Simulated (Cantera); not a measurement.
## Catalytic stagnation flow on Pt

A jet of CH4 : O2 : N2 = 0.08 : 0.06 : 0.79 (molar parts) at 300 K and 0.120 bar hits a platinum plate 3.4 cm away at a mass flux of 0.037 kg/m²/s; the plate temperature is set and raised in steps from an oxygen-covered start.

Model: Deutschmann's 1995 Pt surface mechanism with GRI-Mech 3.0 gas chemistry, integrated in Cantera. Catalytic surfaces can have several steady states; this one follows from the mechanism file's or the stated starting coverage.

```csv
plate T (K),wall x CH4,wall x O2,wall x H2O,wall x OH,wall x CO,wall x CO2,θ free Pt,θ H*,θ CO*,θ C*
850,0.0530,0.0140,0.0574,<1e-8,0.0345,2.06e-5,0.188,0.000987,0.137,0.674
900,0.0494,0.0128,0.0561,<1e-8,0.0382,1.42e-5,0.206,0.00146,0.0661,0.726
950,0.0428,0.0105,0.0536,<1e-8,0.0449,1.45e-5,0.240,0.00186,0.0422,0.716
1000,0.0329,0.00758,0.0493,<1e-8,0.0550,2.09e-5,0.298,0.00227,0.0353,0.664
1050,0.0179,0.00393,0.0415,<1e-8,0.0701,5.78e-5,0.440,0.00295,0.0463,0.511
1100,0.00629,0.00147,0.0346,<1e-8,0.0815,0.000459,0.754,0.00370,0.0804,0.162
1150,0.00457,0.00113,0.0328,<1e-8,0.0824,0.00138,0.885,0.00345,0.0604,0.0507
```
x: mole fraction at the wall; θ: surface coverage.
